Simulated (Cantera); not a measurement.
# Thermodynamics of silicon oxide and oxynitride deposition, feed SiCl₄ + O₃ + H₂

Charge: 1 mol SiCl₄, 2.4 mol O₃, 0.18 mol H₂, held at 750 °C and 1.00 bar.

Cantera equilibrium calculation (NASA polynomials, part measured and part estimated; ideal gas, pure solids and liquids). Candidate condensed phases: H₂O, Si, SiO₂; 30 gas species. Equilibrium is a limit: real reactors are often held back by kinetics, nucleation or transport.

```yaml
x(O₂): 0.543
x(Cl₂): 0.384
x(HCl): 0.0700
x(H₂O): 0.00271
x(Cl): 0.000338
x(ClO): 1.46e-5
x(HOCl): 8.87e-6
n(SiO₂(β-quartz)): 1.00 mol
gas_amount: 4.774 mol
log10 activity of Si(s) (absent): -36.80
```
